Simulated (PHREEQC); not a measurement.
Consider water at 84 °C with 0.0023 mol/kgw ZnSO4, 4.4e-05 mol/kgw NaOH and 3.8e-05 mol/kgw FeSO4. Closed to the air; pH follows from the charge balance.

Model: ion-association model, wateq4f.dat, run in PHREEQC.

```
quantity                    before     after
------------------------  --------  --------
pH                            5.88      4.20
ionic strength (mol/kgw)   0.00725   0.00739
SO4-2 (mol/kgw)            0.00182   0.00185
Zn+2 (mol/kgw)             0.00175   0.00178
ZnSO4 (mol/kgw)           0.000498  0.000513
ZnOH+ (mol/kgw)            4.58e-5   9.80e-7
SI of Zincite(c) (ZnO)       +0.34     -3.01
```

**Question.** What was changed between the two runs?
(A) temperature from 84 to 5 °C
(B) NaOH from 4.4e-05 to 4.4e-06 mol/kgw
(C) 3.3e-05 mol/kgw Sr(OH)2 added
(D) NaOH left out
(E) FeSO4 replaced by Fe2(SO4)3 at the same molality

**Answer.** E, FeSO4 replaced by Fe2(SO4)3 at the same molality

No solid was allowed to form. Some of these states are supersaturated (in Zincite(c) (slow to form), Hematite (slow to form), Goethite (slow to form), for instance). Away from 25 °C the constants follow the database's enthalpies or fits; those with neither stay at their 25 °C values.
